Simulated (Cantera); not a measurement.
An adiabatic, constant-pressure homogeneous reactor starts with 14.8 % CH4, 17.5 % O2, 65.6 % N2, 2.08 % H2O, equivalence ratio 1.7, at 1273 K and 10.0 bar.

Detailed kinetics in Cantera: GRI-Mech 3.0 (53 species, 325 reactions).

One state of this run: T (K) = 2510; x CH4 = 2.53e-10; x O2 = 9.48e-6; x H2O = 0.171; x HO2 = 1.88e-8; x C2H4 = <1e-12; x C2H2 = <1e-12. x: mole fraction; the columns are a selection and need not sum to one.

Question: Which value of t (s) does it belong to?
(A) 7.76e-6
(B) 0.000453
(C) 0.0265
(D) 0.00176

Answer: C, 0.0265
